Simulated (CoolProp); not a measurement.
Vapour-liquid equilibrium of CH2F2 (R32) (1) + R236FA (2) at 285.7 K; x and y are mole fractions of (1).

Values from CoolProp's multi-fluid Helmholtz-energy mixture model, Tillner-Roth 1997 and Pan 2012; pair parameters Bell 2016.

Question: Give the bubble pressure and the first vapour's composition at x = 0.2, 0.5, 0.8. Is there an azeotrope?

Answer: x = 0.2: 359.9 kPa, y = 0.580; x = 0.5: 656.7 kPa, y = 0.838; x = 0.8: 966.9 kPa, y = 0.949. No azeotrope shows between x = 0.05 and 0.95.

Pair parameters are fitted to limited data, so mixtures are less certain than the pure fluids.
